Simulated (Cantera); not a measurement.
Input: 1 mol CH3Cl, 0.35 mol HCl, equilibrated at 1525 K and 0.293 Torr.

Method: chemical equilibrium by Gibbs-energy minimisation in Cantera with the NASA 1993 tables (ideal gas, pure condensed phases). Candidate condensed phases: C, C6H6, C7H8, C8H18; 91 gas species. The numbers say what is thermodynamically allowed, not how fast it happens.

Base state: HCl 0.573, H2 0.425, Cl 0.000845, H 0.000781 (mole fractions); condensed: C(graphite).

### Question
What changes in the equilibrium state with this change: CH3Cl replaced by CH3F?

### Answer
| species | before | after |
|---|---|---|
| HF | 0 | 0.425 |
| H2 | 0.425 | 0.425 |
| HCl | 0.573 | 0.149 |
| Cl | 0.000845 | 0.000219 |
| H | 0.000781 | 0.000781 |
| C(graphite), mol | 1.000 | 1.000 |
